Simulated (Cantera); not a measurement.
A freely propagating, adiabatic, planar premixed flame of CH4 : CO : O2 : N2 = 1 : 0.74 : 1.98 : 7.43 (molar parts), equivalence ratio 1.2, unburnt at 650 K and 2.90 bar; mixture-averaged transport, grid criteria slope 0.08 and curve 0.16, no radiation.

Model: GRI-Mech 3.0 (53 species, 325 reactions), integrated in Cantera. Burning velocities carry a grid error of a few per cent, more on coarse grids.

**Question.** What does this change do: N2 7.43 to 5.6 parts?

**Answer.** 
```csv
quantity,before,after
laminar burning velocity,130 cm/s,188 cm/s
thermal thickness,0.122 mm,0.0945 mm
peak x(CH2O),0.00124,0.00157
peak x(O),0.00302,0.00498
```
